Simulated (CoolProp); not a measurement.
Properties of nitrogen at several states (Tc = 126.2 K, pc = 3.396 MPa, ω = 0.037).

Values from CoolProp's reference Helmholtz-energy equation of state, Span 2000.

```json
[
 {"T (K)": "173.6", "p (MPa)": "0.68", "phase": "gas", "cv (kJ/(kg K))": "0.7506", "Joule-Thomson coefficient (K/MPa)": "5.945", "expansivity (1/kK)": "6.263", "viscosity (µPa s)": "(withheld)", "Prandtl number": "(withheld)"},
 {"T (K)": "641", "p (MPa)": "0.655", "phase": "gas", "cv (kJ/(kg K))": "0.7875", "Joule-Thomson coefficient (K/MPa)": "-0.09936", "expansivity (1/kK)": "1.559", "viscosity (µPa s)": "31.0", "Prandtl number": "0.712"},
 {"T (K)": "990.1", "p (MPa)": "3.63", "phase": "supercritical", "cv (kJ/(kg K))": "(withheld)", "Joule-Thomson coefficient (K/MPa)": "(withheld)", "expansivity (1/kK)": "1.001", "viscosity (µPa s)": "(withheld)", "Prandtl number": "0.741"},
 {"T (K)": "883.6", "p (MPa)": "11.8", "phase": "supercritical", "cv (kJ/(kg K))": "0.8492", "Joule-Thomson coefficient (K/MPa)": "-0.5533", "expansivity (1/kK)": "(withheld)", "viscosity (µPa s)": "38.8", "Prandtl number": "0.731"},
 {"T (K)": "355.1", "p (MPa)": "0.0315", "phase": "gas", "cv (kJ/(kg K))": "0.7446", "Joule-Thomson coefficient (K/MPa)": "1.421", "expansivity (1/kK)": "2.817", "viscosity (µPa s)": "20.3", "Prandtl number": "0.711"},
 {"T (K)": "241.9", "p (MPa)": "0.0349", "phase": "gas", "cv (kJ/(kg K))": "(withheld)", "Joule-Thomson coefficient (K/MPa)": "3.297", "expansivity (1/kK)": "4.141", "viscosity (µPa s)": "(withheld)", "Prandtl number": "0.726"}
]
```

Q: Complete the blanks.

A: 
- 173.6, viscosity (µPa s): 11.6
- 173.6, Prandtl number: 0.766
- 990.1, cv (kJ/(kg K)): 0.8696
- 990.1, Joule-Thomson coefficient (K/MPa): -0.6008
- 990.1, viscosity (µPa s): 41.4
- 883.6, expansivity (1/kK): 1.101
- 241.9, cv (kJ/(kg K)): 0.7425
- 241.9, viscosity (µPa s): 15.1

Viscosity comes from a separate model (Lemmon 2004). Thermal conductivity comes from a separate model (Lemmon 2004).
